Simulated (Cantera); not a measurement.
An isothermal, constant-pressure homogeneous reactor starts with CO : O2 : H2O : N2 = 0.01 : 0.0058 : 0.0037 : 1 (molar parts), at 1350 K and 0.132 atm. Integrator tolerance rtol = 1e-08.

Model: GRI-Mech 3.0 (53 species, 325 reactions), integrated in Cantera.

Problem. What does this change do: temperature 1350 to 875 K?

Solution. 
```tsv
quantity	before	after
x(CO) at 1.00 s	0.000352 (gas-phase equilibrium 3.93e-7)	0.00981 (gas-phase equilibrium <1e-12)
x(O2) at 1.00 s	0.000977 (gas-phase equilibrium 0.000770)	0.00569 (gas-phase equilibrium 0.000788)
x(H2O) at 1.00 s	0.00353 (gas-phase equilibrium 0.00365)	0.00363 (gas-phase equilibrium 0.00365)
x(OH) at 1.00 s	4.67e-5 (gas-phase equilibrium 1.43e-6)	1.31e-9 (gas-phase equilibrium 5.54e-10)
x(NO) at 1.00 s	4.43e-6 (gas-phase equilibrium 3.69e-5)	<1e-12 (gas-phase equilibrium 4.48e-7)
```

Problem. What does this change do: temperature 1350 to 1073 K?

Solution. 
| quantity | before | after |
|---|---|---|
| x(CO) at 1.00 s | 0.000352 (gas-phase equilibrium 3.93e-7) | 9.78e-5 (gas-phase equilibrium 5.95e-10) |
| x(O2) at 1.00 s | 0.000977 (gas-phase equilibrium 0.000770) | 0.000845 (gas-phase equilibrium 0.000786) |
| x(H2O) at 1.00 s | 0.00353 (gas-phase equilibrium 0.00365) | 0.00361 (gas-phase equilibrium 0.00365) |
| x(OH) at 1.00 s | 4.67e-5 (gas-phase equilibrium 1.43e-6) | 9.96e-6 (gas-phase equilibrium 3.41e-8) |
| x(NO) at 1.00 s | 4.43e-6 (gas-phase equilibrium 3.69e-5) | 7.64e-7 (gas-phase equilibrium 4.55e-6) |

Problem. What does this change do: N2 1 to 0.43 parts?

Solution. 
```
quantity                                             before                                     after
----------------  -----------------------------------------  ----------------------------------------
x(CO) at 1.00 s    0.000352 (gas-phase equilibrium 3.93e-7)  0.000290 (gas-phase equilibrium 5.91e-7)
x(O2) at 1.00 s   0.000977 (gas-phase equilibrium 0.000770)   0.00194 (gas-phase equilibrium 0.00177)
x(H2O) at 1.00 s    0.00353 (gas-phase equilibrium 0.00365)   0.00823 (gas-phase equilibrium 0.00832)
x(OH) at 1.00 s     4.67e-5 (gas-phase equilibrium 1.43e-6)   5.96e-5 (gas-phase equilibrium 2.66e-6)
x(NO) at 1.00 s     4.43e-6 (gas-phase equilibrium 3.69e-5)   9.17e-6 (gas-phase equilibrium 5.54e-5)
```
